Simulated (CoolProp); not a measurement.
Model: reference Helmholtz-energy equation of state, Schmidt 1985, in CoolProp.

Problem. Give the vapour pressure (MPa), vapour density (kg/m³) of saturated oxygen at 125.2, 151.4 K.

Solution. 
```json
[
 {"T (K)": "125.2", "p (MPa)": "1.37", "vapour density (kg/m³)": "52.7"},
 {"T (K)": "151.4", "p (MPa)": "4.46", "vapour density (kg/m³)": "241"}
]
```
